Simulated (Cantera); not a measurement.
What does this Cantera script print?

```python
import numpy as np
import cantera as ct

gas_names = """
    CL CL2 N N2 Ti TiCL TiCL2 TiCL3 TiCL4
""".split()
cond_names = """
    Ti(a) Ti(b) Ti(L) TiCL2(s) TiCL3(s) TiCL4(L) TiN(s) TiN(L)
""".split()


# ... load() reads the species with a 1 bar reference pressure and builds the phases ...
atoms = {
    'TiCl4': {'Ti': 1, 'CL': 4},
    'N2': {'N': 2},
}
top_T = {'TiCL2(s)': 1300, 'TiCL3(s)': 1000}  # K; cautious upper limits of use, not melting points


# ... equilibrate(T, P, feed) seeds the gas with the atoms and calls Mixture.equilibrate('TP', solver="vcs", rtol=1e-11, max_steps=5000) ...
results = []
feed = {'TiCl4': 1, 'N2': 39}  # mol
T = 1448.15  # K
P = 1333.22  # Pa
mix = equilibrate(T, P, feed)
results.append((T, P, feed, dict(zip(mix.species_names, mix.species_moles))))
x = sorted(zip(gas.X, gas.species_names), reverse=True)
print(f"T = {T:g} K  P = {P:g} Pa  gas = {mix.phase_moles(0):.4g} mol")
print("   x: " + "  ".join(f"{s} {v:.3e}" for v, s in x if v > 1e-06))
print("   condensed (mol): " + ("  ".join(f"{mix.phase(i).name} {mix.phase_moles(i):.4g}"
      for i in range(1, mix.n_phases) if mix.phase_moles(i) > 1e-12) or "none"))
```

It prints:

```
T = 1448.15 K  P = 1333.22 Pa  gas = 40.07 mol
   x: N2 9.733e-01  TiCL4 2.322e-02  TiCL3 1.736e-03  CL 1.691e-03  CL2 2.300e-05
   condensed (mol): none
```

Equilibrium computed with Cantera from the NASA thermochemical tables; the gas is ideal and each condensed phase is pure.
